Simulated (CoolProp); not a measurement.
Vapour-liquid equilibrium of ethanol (1) + isohexane (2) at 443.9 K; x and y are mole fractions of (1).

The numbers come from the multi-fluid Helmholtz-energy mixture model, Schroeder 2014 and Lemmon 2006; pair parameters Bell 2016 in CoolProp.

```tsv
x	bubble pressure (kPa)	y at the bubble point	dew pressure at overall composition x (kPa)	liquid density (mol/L)
0.05	1471	0.116	1377	5.642
0.2	1797	0.323	1600	6.043
0.35	1966	0.442	1839	6.628
0.5	2035	0.531	2019	7.488
0.65	2033	0.616	2014	8.700
0.8	1950	0.722	1861	10.33
0.95	1734	0.902	1675	12.48
```

y crosses x between x = 0.5 and 0.65: the model has an azeotrope there.

The pair parameters rest on a limited set of measurements; away from them the model extrapolates.
